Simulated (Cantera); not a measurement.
C₂H₆ + H₂ (carbon deposition, reforming and gasification)

Feed: 1 mol C₂H₆, 1.2 mol H₂, held at 101000 Pa.

Cantera equilibrium calculation (NASA polynomials, part measured and part estimated; ideal gas, pure solids and liquids). Candidate condensed phases: C, C₆H₆, C₇H₈, C₈H₁₈; 76 gas species. Equilibrium is a limit: real reactors are often held back by kinetics, nucleation or transport.

From 1300 K to 1950 K the condensed part is C(graphite). The main C-bearing gas is CH₄ at 1300 K and C₂H₂ (acetylene) at 1950 K.

```json
[
 {"T (K)": "1300", "log p H₂": "0.00", "log p CH₄": "-2.10", "log p H": "-5.95", "log p C₂H₂ (acetylene)": "-6.24", "log p CH₃": "-6.76", "log p C₂H₄": "-5.78", "n C(graphite)": "1.97"},
 {"T (K)": "1350", "log p H₂": "0.00", "log p CH₄": "-2.23", "log p H": "-5.62", "log p C₂H₂ (acetylene)": "-5.90", "log p CH₃": "-6.56", "log p C₂H₄": "-5.72", "n C(graphite)": "1.98"},
 {"T (K)": "1400", "log p H₂": "0.00", "log p CH₄": "-2.36", "log p H": "-5.31", "log p C₂H₂ (acetylene)": "-5.59", "log p CH₃": "-6.37", "log p C₂H₄": "-5.67", "n C(graphite)": "1.98"},
 {"T (K)": "1450", "log p H₂": "0.00", "log p CH₄": "-2.47", "log p H": "-5.02", "log p C₂H₂ (acetylene)": "-5.31", "log p CH₃": "-6.19", "log p C₂H₄": "-5.62", "n C(graphite)": "1.99"},
 {"T (K)": "1500", "log p H₂": "0.00", "log p CH₄": "-2.58", "log p H": "-4.75", "log p C₂H₂ (acetylene)": "-5.04", "log p CH₃": "-6.03", "log p C₂H₄": "-5.58", "n C(graphite)": "1.99"},
 {"T (K)": "1550", "log p H₂": "0.00", "log p CH₄": "-2.68", "log p H": "-4.50", "log p C₂H₂ (acetylene)": "-4.79", "log p CH₃": "-5.88", "log p C₂H₄": "-5.54", "n C(graphite)": "1.99"},
 {"T (K)": "1600", "log p H₂": "0.00", "log p CH₄": "-2.78", "log p H": "-4.26", "log p C₂H₂ (acetylene)": "-4.56", "log p CH₃": "-5.74", "log p C₂H₄": "-5.50", "n C(graphite)": "1.99"},
 {"T (K)": "1650", "log p H₂": "0.01", "log p CH₄": "-2.87", "log p H": "-4.04", "log p C₂H₂ (acetylene)": "-4.34", "log p CH₃": "-5.60", "log p C₂H₄": "-5.47", "n C(graphite)": "1.99"},
 {"T (K)": "1700", "log p H₂": "0.01", "log p CH₄": "-2.95", "log p H": "-3.83", "log p C₂H₂ (acetylene)": "-4.13", "log p CH₃": "-5.48", "log p C₂H₄": "-5.44", "n C(graphite)": "1.99"},
 {"T (K)": "1750", "log p H₂": "0.01", "log p CH₄": "-3.03", "log p H": "-3.63", "log p C₂H₂ (acetylene)": "-3.93", "log p CH₃": "-5.36", "log p C₂H₄": "-5.41", "n C(graphite)": "2.00"},
 {"T (K)": "1800", "log p H₂": "0.01", "log p CH₄": "-3.10", "log p H": "-3.44", "log p C₂H₂ (acetylene)": "-3.75", "log p CH₃": "-5.25", "log p C₂H₄": "-5.38", "n C(graphite)": "2.00"},
 {"T (K)": "1850", "log p H₂": "0.01", "log p CH₄": "-3.17", "log p H": "-3.27", "log p C₂H₂ (acetylene)": "-3.58", "log p CH₃": "-5.14", "log p C₂H₄": "-5.35", "n C(graphite)": "1.99"},
 {"T (K)": "1900", "log p H₂": "0.00", "log p CH₄": "-3.24", "log p H": "-3.10", "log p C₂H₂ (acetylene)": "-3.41", "log p CH₃": "-5.04", "log p C₂H₄": "-5.32", "n C(graphite)": "1.99"},
 {"T (K)": "1950", "log p H₂": "0.00", "log p CH₄": "-3.30", "log p H": "-2.94", "log p C₂H₂ (acetylene)": "-3.26", "log p CH₃": "-4.95", "log p C₂H₄": "-5.30", "n C(graphite)": "1.99"}
]
```
log p: log10 of the partial pressure in bar; n: condensed amount in mol.
